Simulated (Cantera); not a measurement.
Input: 1 mol MgO, 0.2 mol H₂, equilibrated at 2450 K and 1.20 mbar.

These are equilibrium values from Cantera (NASA tables, ideal gas, pure condensed phases), not measurements of a reactor. Candidate condensed phases: H₂O, Mg, MgO, Mg(OH)₂; 15 gas species. The tables' values for MgH are old estimates; treat these amounts as uncertain. The numbers say what is thermodynamically allowed, not how fast it happens.

Base state: Mg 0.530, O₂ 0.160, O 0.130, H 0.0680, H₂O 0.0410, OH 0.0396, MgO 0.0156, H₂ 0.0137 (mole fractions); condensed: gas only.

Task: What changes in the equilibrium state with this change: pressure from 1.20 mbar to 1.00 bar?

Result: 
```csv
species,before,after
H₂,0.0137,0.880
H₂O,0.0410,0.0498
Mg,0.530,0.0492
O₂,0.160,6.92e-8
O,0.130,2.96e-6
MgO,0.0156,2.76e-5
OH,0.0396,0.000209
H,0.0680,0.0188
MgH,4.19e-5,0.000899
MgOH,0.00214,0.000870
Mg(OH)₂,2.04e-5,3.65e-5
"MgO(s), mol",0,0.989
```

Task: What changes in the equilibrium state with this change: H₂ from 0.2 to 0.053 mol?

Result: 
```
species   before    after
-------  -------  -------
Mg         0.530    0.577
O₂         0.160    0.203
O          0.130    0.147
H         0.0680   0.0266
H₂        0.0137  0.00210
H₂O       0.0410  0.00704
OH        0.0396   0.0174
MgO       0.0156   0.0192
Mg(OH)₂  2.04e-5  4.31e-6
MgH      4.19e-5  1.78e-5
MgOH     0.00214  0.00102
```
